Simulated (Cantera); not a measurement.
A Cantera script and what it prints.

```python
import numpy as np
import cantera as ct

gas_names = """
    CL CL2 H HCL H2 Si SiCL SiCL2 SiCL3 SiCL4 SiH SiHCL3 SiH2 SiH2CL2 SiH3 SiH3CL SiH4 Si2 Si3
""".split()
cond_names = """
    Si(cr) Si(L)
""".split()


def load(file, names, dense=False):
    # The tables refer to 1 bar. Condensed volumes are neglected.
    table = {s.name: s for s in ct.Species.list_from_file(file)}
    out = []
    for n in names:
        d = dict(table[n].input_data)
        d["thermo"] = dict(d["thermo"], **{"reference-pressure": 1e5})
        if dense:
            d["equation-of-state"] = {"model": "constant-volume", "density": "1e6 g/cm^3"}
        out.append(ct.Species.from_dict(d))
    return out


gas = ct.Solution(thermo="ideal-gas", species=load("nasa_gas.yaml", gas_names))
cond = {s.name: ct.Solution(thermo="fixed-stoichiometry", species=[s], name=s.name)
        for s in load("nasa_condensed.yaml", cond_names, dense=True)}
atoms = {
    'Si': {'Si': 1},
    'Cl2': {'CL': 2},
    'H2': {'H': 2},
    'HCl': {'H': 1, 'CL': 1},
}
top_T = {}  # K; cautious upper limits of use, not melting points


def equilibrate(T, P, feed):
    n = {}
    for name, mol in feed.items():
        for a, k in atoms[name].items():
            n[a] = n.get(a, 0.0) + k * mol
    gas.TPX = T, P, n
    mass = sum(n.values()) * gas.mean_molecular_weight
    gas.equilibrate("TP")
    valid = [c for c in cond.values() if c.min_temp <= T <= top_T.get(c.name, c.max_temp)]
    mix = ct.Mixture([(gas, mass / gas.mean_molecular_weight)] + [(c, 0.0) for c in valid])
    mix.T, mix.P = T, P
    mix.equilibrate("TP", solver="vcs", rtol=1e-11, max_steps=5000)
    return mix


results = []
feed = {'Si': 1, 'Cl2': 0.58, 'H2': 2.8, 'HCl': 1.2}  # mol
P = 101325  # Pa
for T in [1048, 1073, 1098, 1123, 1148, 1173, 1198, 1223, 1248]:
    mix = equilibrate(T, P, feed)
    results.append((T, P, feed, dict(zip(mix.species_names, mix.species_moles))))

top = {s: max(r[3][s] / sum(r[3][g] for g in gas_names) for r in results) for s in gas_names}
cols = sorted((s for s in top if top[s] > 0.001), key=lambda s: -top[s])[:6]
seen = [c for c in cond_names if any(r[3].get(c, 0) > 1e-12 for r in results)]
print("log10 of partial pressures in bar; condensed amounts in mol")
print(f"{'T/K':>10s}" + "".join(f"{s[:9]:>10s}" for s in cols + seen))
for T, P, feed, n in results:
    ng = sum(n[g] for g in gas_names)
    print(f"{T:10.4g}" + "".join(f"{np.log10(max(n[s] / ng * P / 1e5, 1e-99)):10.3f}" for s in cols)
          + "".join(f"{n.get(c, 0):10.4g}" for c in seen))
```

It prints:

```
log10 of partial pressures in bar; condensed amounts in mol
       T/K        H2     SiCL4       HCL    SiHCL3     SiCL3     SiCL2    Si(cr)
      1048    -0.079    -0.985    -1.784    -1.269    -2.734    -3.220    0.3643
      1073    -0.080    -0.989    -1.704    -1.276    -2.616    -3.040    0.3671
      1098    -0.082    -0.994    -1.629    -1.284    -2.505    -2.868    0.3701
      1123    -0.083    -1.000    -1.557    -1.293    -2.400    -2.706    0.3731
      1148    -0.085    -1.008    -1.489    -1.303    -2.301    -2.551    0.3761
      1173    -0.087    -1.018    -1.424    -1.314    -2.208    -2.404     0.379
      1198    -0.090    -1.030    -1.364    -1.326    -2.121    -2.265    0.3817
      1223    -0.092    -1.044    -1.306    -1.341    -2.040    -2.134    0.3839
      1248    -0.095    -1.061    -1.252    -1.357    -1.964    -2.009    0.3855
```

These are equilibrium values from Cantera (NASA tables, ideal gas, pure condensed phases), not measurements of a reactor. The tables' values for SiCl3 are old estimates; treat these amounts as uncertain.
